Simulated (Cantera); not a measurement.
A freely propagating, adiabatic, planar premixed flame of CO : H2 : O2 : N2 = 1 : 0.13 : 0.621 : 2.33 (molar parts), equivalence ratio 0.91, unburnt at 650 K and 9.87 atm; mixture-averaged transport, grid criteria slope 0.08 and curve 0.16, no radiation.

Computed with Cantera and GRI-Mech 3.0 (53 species, 325 reactions). The hydrogen kinetics of GRI-Mech 3.0 are dated; newer H2 mechanisms differ, most at raised pressure. Burning velocities carry a grid error of a few per cent, more on coarse grids.

**Question.** Predict: laminar burning velocity; thermal thickness; peak x(O).

**Answer.** 
* **laminar burning velocity**: 110 cm/s
* **thermal thickness**: 0.0625 mm
* **peak x(O)**: 0.00768
